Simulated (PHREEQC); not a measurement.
Consider water at 25 °C with 0.17 mol ZnCl2 and 0.046 mol H3BO3 per kg of water. Closed to the air; pH follows from the charge balance.

Model: ion-association model, phreeqc.dat, run in PHREEQC.

This is a speciation only: nothing precipitates in the calculation.

**Question.** Order these Cl species by the share of Cl that they hold, largest first: ZnCl4-2, ZnCl+, Cl-, ZnCl2, ZnCl3-.

**Answer.** Cl- (89 %), ZnCl+ (7.5 %), ZnCl2 (1.9 %), ZnCl3- (1.1 %), ZnCl4-2 (0.41 %)

**Question.** Order these Zn species by the share of Zn that they hold, largest first: ZnCl+, Zn+2, ZnCl3-, ZnCl2, ZnCl4-2.

**Answer.** Zn+2 (82 %), ZnCl+ (15 %), ZnCl2 (1.9 %), ZnCl3- (0.70 %), ZnCl4-2 (0.21 %)

The pH is 4.84 and the ionic strength 0.445 mol/kgw.
